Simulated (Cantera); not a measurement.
Charge: 1 mol MgO, 0.27 mol O2, 1 mol CO2, 1.2 mol SO3, at 0.730 bar.

These are equilibrium values from Cantera (NASA tables, ideal gas, pure condensed phases), not measurements of a reactor. Candidate condensed phases: C, Mg, MgCO3, MgO, MgS, MgSO4, S; 26 gas species. Mutual solubility and eutectic melting of coexisting phases are not modelled. Kinetics and transport are ignored.

x: gas mole fraction; n: condensed amount in mol.

```json
[
 {"T (K)": "1050", "x CO2": "0.649", "x SO2": "0.0917", "x O2": "0.221", "x SO3": "0.0381", "x CO": "[?]", "n MgSO4(s)": "1.00", "n MgO(s)": "0"},
 {"T (K)": "1100", "x CO2": "0.645", "x SO2": "0.103", "x O2": "0.226", "x SO3": "0.0260", "x CO": "[?]", "n MgSO4(s)": "1.00", "n MgO(s)": "0"},
 {"T (K)": "1150", "x CO2": "0.643", "x SO2": "0.111", "x O2": "0.229", "x SO3": "0.0178", "x CO": "[?]", "n MgSO4(s)": "1.00", "n MgO(s)": "0"},
 {"T (K)": "1200", "x CO2": "0.641", "x SO2": "0.116", "x O2": "0.231", "x SO3": "0.0122", "x CO": "[?]", "n MgSO4(s)": "1.00", "n MgO(s)": "0"},
 {"T (K)": "1250", "x CO2": "0.640", "x SO2": "0.119", "x O2": "0.232", "x SO3": "0.00858", "x CO": "[?]", "n MgSO4(s)": "1.00", "n MgO(s)": "0"},
 {"T (K)": "1300", "x CO2": "0.466", "x SO2": "0.263", "x O2": "0.257", "x SO3": "0.0139", "x CO": "[?]", "n MgSO4(s)": "0.606", "n MgO(s)": "0.394"},
 {"T (K)": "1350", "x CO2": "0.328", "x SO2": "0.379", "x O2": "0.278", "x SO3": "0.0150", "x CO": "[?]", "n MgSO4(s)": "0", "n MgO(s)": "1.00"},
 {"T (K)": "1400", "x CO2": "0.328", "x SO2": "0.382", "x O2": "0.279", "x SO3": "0.0112", "x CO": "[?]", "n MgSO4(s)": "0", "n MgO(s)": "1.00"},
 {"T (K)": "1450", "x CO2": "0.327", "x SO2": "0.384", "x O2": "0.280", "x SO3": "0.00846", "x CO": "[?]", "n MgSO4(s)": "0", "n MgO(s)": "1.00"},
 {"T (K)": "1500", "x CO2": "0.327", "x SO2": "0.386", "x O2": "0.281", "x SO3": "0.00653", "x CO": "[?]", "n MgSO4(s)": "0", "n MgO(s)": "1.00"},
 {"T (K)": "1550", "x CO2": "0.327", "x SO2": "0.387", "x O2": "0.282", "x SO3": "0.00512", "x CO": "[?]", "n MgSO4(s)": "0", "n MgO(s)": "1.00"},
 {"T (K)": "1600", "x CO2": "0.326", "x SO2": "0.388", "x O2": "0.282", "x SO3": "0.00408", "x CO": "[?]", "n MgSO4(s)": "0", "n MgO(s)": "1.00"},
 {"T (K)": "1650", "x CO2": "0.326", "x SO2": "0.388", "x O2": "0.282", "x SO3": "0.00329", "x CO": "[?]", "n MgSO4(s)": "0", "n MgO(s)": "1.00"}
]
```

Task: What belongs in the gaps?

Result: 
- 1050, x CO: 4.96e-10
- 1100, x CO: 2.12e-9
- 1150, x CO: 8.03e-9
- 1200, x CO: 2.72e-8
- 1250, x CO: 8.38e-8
- 1300, x CO: 1.64e-7
- 1350, x CO: 2.92e-7
- 1400, x CO: 7.11e-7
- 1450, x CO: 1.63e-6
- 1500, x CO: 3.53e-6
- 1550, x CO: 7.28e-6
- 1600, x CO: 1.43e-5
- 1650, x CO: 2.71e-5
